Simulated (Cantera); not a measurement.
## Ignition delay

Mixture: CO : H₂ : CH₄ : O₂ : N₂ = 1 : 0.57 : 0.035 : 1.02 : 2.85 (molar parts), equivalence ratio 0.84, at 170000 Pa, adiabatic and at constant pressure. Ignition delay is the time to a rise of 400 K.

Cantera simulation using GRI-Mech 3.0 (53 species, 325 reactions); the numbers are that mechanism's predictions, not measurements. Where the delays flatten at high temperature, the 400 K rule measures the pace of heat release, not the induction time.

```csv
T0 (K),delay (ms)
1225,0.0331
1300,0.0233
1375,0.0180
1450,0.0148
1525,0.0128
1600,0.0115
1675,0.0108
```
